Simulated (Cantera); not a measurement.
A freely propagating, adiabatic, planar premixed flame of C3H8 : O2 : N2 = 1 : 4.55 : 17.1 (molar parts), unburnt at 400 K and 0.500 bar; mixture-averaged transport, grid criteria slope 0.08 and curve 0.16, no radiation.

Computed with Cantera and GRI-Mech 3.0 (53 species, 325 reactions). GRI-Mech 3.0 was tuned for natural gas; its chemistry of propane as a main component is partial and can be far from experiment. Burning velocities carry a grid error of a few per cent, more on coarse grids.

x: mole fraction of selected species; z is measured from the peak of heat release.

| z (mm) | T (K) | u (m/s) | x C3H8 | x O2 | x NO | x C2H6 | x CH2 | x CH3 |
|---|---|---|---|---|---|---|---|---|
| -1.63 | 400 | 0.911 | 0.0441 | 0.201 | <1e-8 | <1e-8 | <1e-8 | <1e-8 |
| -1.09 | 401 | 0.914 | 0.0441 | 0.200 | <1e-8 | 2.50e-7 | <1e-8 | 1.62e-8 |
| -0.816 | 405 | 0.925 | 0.0439 | 0.199 | <1e-8 | 3.30e-6 | <1e-8 | 1.28e-7 |
| -0.544 | ___ | 1.02 | 0.0435 | 0.195 | ___ | ___ | <1e-8 | ___ |
| -0.272 | 806 | 1.92 | 0.0342 | 0.162 | 1.50e-6 | 0.00129 | 2.42e-7 | 0.000362 |
| -0.136 | 1245 | 3.06 | 0.0134 | 0.116 | 3.96e-6 | 0.00185 | 1.25e-5 | 0.00252 |
| 0 | 1659 | 4.19 | 0.000566 | 0.0665 | 8.56e-6 | 0.000240 | 7.47e-5 | 0.00215 |
| 0.136 | 1847 | 4.68 | 1.00e-6 | 0.0365 | 1.53e-5 | 2.20e-6 | 3.84e-5 | 0.000300 |
| 0.272 | 1896 | 4.80 | <1e-8 | 0.0241 | 2.06e-5 | <1e-8 | 3.83e-6 | 2.18e-5 |
| 0.544 | 1932 | 4.86 | <1e-8 | 0.0169 | 2.54e-5 | <1e-8 | 1.17e-8 | 8.41e-8 |
| 1.09 | 1975 | 4.94 | <1e-8 | 0.0141 | 2.97e-5 | <1e-8 | <1e-8 | <1e-8 |
| 2.18 | 2029 | 5.05 | <1e-8 | ___ | ___ | <1e-8 | <1e-8 | <1e-8 |
| 4.35 | 2097 | 5.20 | <1e-8 | 0.0101 | 4.81e-5 | <1e-8 | <1e-8 | <1e-8 |

### Question
Fill in the missing entries.

### Answer

- -0.544, T (K): 441
- -0.544, x NO: 9.23e-8
- -0.544, x C2H6: 5.39e-5
- -0.544, x CH3: 2.22e-6
- 2.18, x O2: 0.0122
- 2.18, x NO: 3.63e-5
